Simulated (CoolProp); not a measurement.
Cyclopentane at several states: density (kg/m³) from the reference equation and from simpler models built on Tc = 238.6 °C, pc = 45.83 bar, ω = 0.202; each cubic takes its own stable root.

Computed with CoolProp (reference Helmholtz-energy equation of state, Gedanitz 2015).

| T (°C) | p (bar) | phase | reference | van der Waals | Redlich-Kwong | Soave-Redlich-Kwong | Peng-Robinson |
|---|---|---|---|---|---|---|---|
| -23.85 | 2.19 | liquid | 787.0 | 498.9 | 741.3 | 750.8 | 844.5 |
| 106.95 | 0.92 | gas | 2.080 | 2.067 | 2.075 | 2.077 | 2.079 |
| 56.05 | 160 | liquid | 726.7 | 484.8 | 691.0 | 703.0 | 790.5 |
| 1.35 | 4.02 | liquid | 763.6 | 485.3 | 718.7 | 730.6 | 823.0 |
| -87.65 | 3.9 | liquid | 844.3 | 530.7 | 791.0 | 794.3 | 890.2 |
